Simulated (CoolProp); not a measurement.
A simple Rankine cycle with water: condensing at 332.15 K, boiler at 0.531 MPa, turbine inlet 577.2 K, turbine efficiency 0.7, pump efficiency 0.7, no recuperator. Each further row changes one setting.

Computed with CoolProp (reference Helmholtz-energy equation of state, Wagner 2002).

| case | thermal efficiency (%) | net work (kJ/kg) | heat in (kJ/kg) | turbine exit temperature (K) | volume ratio over the turbine |
|---|---|---|---|---|---|
| as stated | 15.4 | 436 | 2820 | 346.9 | 16.9 |
| turbine inlet 597.2 K | 15.6 | 448 | 2870 | 361.8 | 17.0 |
| condensing temperature 324.15 K | 16.6 | 473 | 2860 | 326.8 | 23.4 |
| boiler pressure 0.372 MPa | 14.1 | 399 | 2830 | 367.9 | 12.5 |
| turbine efficiency 0.6 | 13.2 | 373 | 2820 | 379.3 | 18.5 |
